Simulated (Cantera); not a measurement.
A freely propagating, adiabatic, planar premixed flame of 37.0 % H₂, 11.5 % O₂, 43.3 % N₂, 8.14 % H₂O, unburnt at 550 K and 13300 Pa; mixture-averaged transport, grid criteria slope 0.08 and curve 0.16, no radiation.

Cantera simulation using the H2/O2 subset of GRI-Mech 3.0, which has no nitrogen chemistry; the numbers are that mechanism's predictions, not measurements. Burning velocities carry a grid error of a few per cent, more on coarse grids.

x: mole fraction of selected species; z is measured from the peak of heat release.

| z (mm) | T (K) | u (m/s) | x H₂ | x O₂ | x H₂O | x OH | x O | x HO₂ |
|---|---|---|---|---|---|---|---|---|
| -17.3 | 550 | 5.61 | 0.370 | 0.115 | 0.0814 | <1e-8 | <1e-8 | <1e-8 |
| -11.6 | 550 | 5.61 | 0.370 | 0.115 | 0.0814 | <1e-8 | <1e-8 | <1e-8 |
| -8.67 | 550 | 5.61 | 0.370 | 0.115 | 0.0814 | <1e-8 | <1e-8 | <1e-8 |
| -5.78 | 550 | 5.61 | 0.370 | 0.115 | 0.0814 | <1e-8 | <1e-8 | 1.98e-7 |
| -2.89 | 558 | 5.68 | 0.369 | 0.115 | 0.0820 | 2.69e-5 | 5.94e-6 | 7.46e-5 |
| -1.44 | 702 | 7.06 | 0.346 | 0.111 | 0.0956 | 0.000333 | 0.000177 | 4.89e-5 |
| 0 | 1083 | 10.6 | 0.224 | 0.0701 | 0.185 | 0.00201 | 0.00428 | 1.60e-5 |
| 1.44 | 1332 | 12.9 | 0.124 | 0.0148 | 0.290 | 0.00492 | 0.00573 | 2.98e-6 |
| 2.89 | 1431 | 13.8 | 0.115 | 0.00693 | 0.307 | 0.00616 | 0.00501 | 1.27e-6 |
| 5.78 | 1541 | 14.7 | 0.121 | 0.00546 | 0.311 | 0.00740 | 0.00458 | 8.85e-7 |
| 11.6 | 1666 | 15.7 | 0.128 | 0.00432 | 0.317 | 0.00841 | 0.00385 | 6.26e-7 |
| 23.1 | 1793 | 16.8 | 0.134 | [?] | 0.323 | 0.00880 | [?] | [?] |
| 46.2 | 1916 | 17.7 | 0.140 | [?] | 0.330 | 0.00831 | [?] | [?] |

**Question.** What belongs in the gaps?

**Answer.** 
- 23.1, x O₂: 0.00307
- 23.1, x O: 0.00287
- 23.1, x HO₂: 4.16e-7
- 46.2, x O₂: 0.00191
- 46.2, x O: 0.00185
- 46.2, x HO₂: 2.59e-7
